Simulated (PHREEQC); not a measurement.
0.2 mol of Fluorite (CaF2) is brought to equilibrium with 1 kg of water holding 5.9 mmol/kgw Na2SO4, with rising amounts of CuSO4, at 20 °C. Oxygen alone is held at its pressure in air (log pO2 = -0.68). No CO2 enters from the air. The run lets Fluorite, Gypsum, Portlandite, Cu(OH)2, Brochantite, Antlerite, Mirabilite, Chalcanthite, CuF2:2H2O precipitate or redissolve, and no other solid.

Base run: PHREEQC, ion-association model, wateq4f.dat. Each further column changes one thing. The table gives dissolved Ca (mol/kgw).

| CuSO4 added (mol) | base | all activity coefficients set to 1 | Davies equation for every ion |
|---|---|---|---|
| 0 | 0.000255 | 0.000225 | 0.000256 |
| 0.0208 | 0.000350 | 0.000293 | 0.000350 |
| 0.0417 | 0.000406 | 0.000334 | 0.000403 |
| 0.0625 | 0.000448 | 0.000365 | 0.000442 |
| 0.0833 | 0.000483 | 0.000392 | 0.000475 |
| 0.104 | 0.000514 | 0.000416 | 0.000502 |
| 0.125 | 0.000541 | 0.000437 | 0.000527 |
| 0.146 | 0.000566 | 0.000457 | 0.000549 |
| 0.167 | 0.000589 | 0.000475 | 0.000569 |
| 0.188 | 0.000610 | 0.000493 | 0.000588 |
| 0.208 | 0.000629 | 0.000508 | 0.000605 |
| 0.229 | 0.000647 | 0.000524 | 0.000622 |
| 0.25 | 0.000664 | 0.000539 | 0.000637 |
